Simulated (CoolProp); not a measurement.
The numbers come from the reference Helmholtz-energy equation of state, Zhou 2011 in CoolProp.

Problem. For dimethyl carbonate, give the phase and the density (kg/m³), cp (kJ/(kg K)), cv (kJ/(kg K)), speed of sound (m/s) at 243.95 °C and 5520 kPa; 243.95 °C and 7360 kPa.

Solution. 
- 243.95 °C and 5520 kPa: liquid; density 716, cp 2.59, cv 1.73, speed of sound 426
- 243.95 °C and 7360 kPa: liquid; density 730, cp 2.51, cv 1.73, speed of sound 459
